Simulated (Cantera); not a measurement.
**Stirred combustor or abatement burner**

A perfectly stirred reactor is fed with CO : H2 : O2 : N2 : CO2 : H2O = 1 : 0.47 : 0.875 : 3.29 : 0.11 : 0.011 (molar parts), at 1.30 bar; it is adiabatic with a 423 K inlet, and is followed from long to short residence time, starting on the burning branch (τ in s: 0.2, 0.076, 0.029, 0.011, 0.0043, 0.0016, 0.00063, 0.00024, 9.2e-05, 3.5e-05, 1.3e-05, 5.2e-06).

Model: GRI-Mech 3.0 (53 species, 325 reactions), integrated in Cantera.

```
τ (s)    T (K)    x CO      x H2    x O2   x CO2    x HO2     x OH
-------  -----  ------  --------  ------  ------  -------  -------
0.20      2289  0.0125  0.000997  0.0311   0.207  1.95e-6  0.00413
0.076     2281  0.0137   0.00110  0.0322   0.205  2.02e-6  0.00436
0.029     2259  0.0165   0.00134  0.0340   0.202  2.16e-6  0.00484
0.011     2213  0.0220   0.00185  0.0369   0.196  2.61e-6  0.00565
0.0043    2139  0.0299   0.00266  0.0408   0.187  3.86e-6  0.00662
0.0016    2034  0.0400   0.00385  0.0456   0.175  6.78e-6  0.00751
0.00063   1913  0.0503   0.00522  0.0505   0.162  1.16e-5  0.00791
0.00024   1761  0.0619   0.00673  0.0565   0.148  1.92e-5  0.00753
9.2e-5    1564  0.0807   0.00824  0.0670   0.127  3.27e-5  0.00589
3.5e-5     423   0.174    0.0817   0.152  0.0191   <1e-12   <1e-12
1.3e-5     423   0.174    0.0817   0.152  0.0191   <1e-12   <1e-12
5.2e-6     423   0.174    0.0817   0.152  0.0191   <1e-12   <1e-12
```
x: mole fraction; the columns are a selection and need not sum to one.
